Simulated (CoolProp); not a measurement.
Vapour-liquid equilibrium of R245fa (1) + isopentane (2) at 1.11 MPa; x and y are mole fractions of (1).

Values from CoolProp's multi-fluid Helmholtz-energy mixture model, Akasaka 2015 and Lemmon 2006; pair parameters Bell 2016.

Give the bubble temperature and the first vapour's composition at x = 0.425, 0.575, 0.95. Is there an azeotrope?

x = 0.425: 364.2 K, y = 0.589; x = 0.575: 362.0 K, y = 0.658; x = 0.95: 364.7 K, y = 0.911. y crosses x between x = 0.65 and 0.725: the model has an azeotrope there.

The pair parameters rest on a limited set of measurements; away from them the model extrapolates.
